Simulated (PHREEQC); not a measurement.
Make-up at 25 °C: 2 mmol/kgw KH2PO4, 9.4 mmol/kgw HCl and 0.025 mmol/kgw H4SiO4. Closed to the air; pH follows from the charge balance.

The numbers come from PHREEQC with the ion-association model, wateq4f.dat.

Each row changes one thing in this solution. This is a speciation only: nothing precipitates in the calculation.

```csv
case,pH,ionic strength (mol/kgw),H3PO4 (mol/kgw),H2PO4- (mol/kgw),HPO4-2 (mol/kgw),KHPO4- (mol/kgw),SI of Quartz (SiO2)
as made,2.12,0.0104,0.00101,0.000992,1.10e-8,2.82e-11,-0.62
HCl from 0.0094 to 0.00188 mol/kgw,2.84,0.00354,0.000335,0.00167,8.60e-8,2.59e-10,-0.62
diluted 2-fold with water,2.39,0.00534,0.000356,0.000644,1.25e-8,1.78e-11,-0.92
temperature from 25 to 40 °C,2.12,0.0103,0.00109,0.000914,1.11e-8,2.84e-11,-0.83
temperature from 25 to 85 °C,2.13,0.0101,0.00127,0.000728,1.15e-8,2.82e-11,-1.36
temperature from 25 to 15 °C,2.11,0.0104,0.000951,0.00105,1.08e-8,2.80e-11,-0.47
KH2PO4 from 0.002 to 0.004 mol/kgw,2.17,0.0115,0.00190,0.00210,2.64e-8,1.34e-10,-0.62
```

Complexes and solids missing from the database can't appear. H3PO4, which wateq4f.dat lacks, is added to it with the constant of phreeqc.dat. Away from 25 °C the constants follow the database's enthalpies or fits; those with neither stay at their 25 °C values.
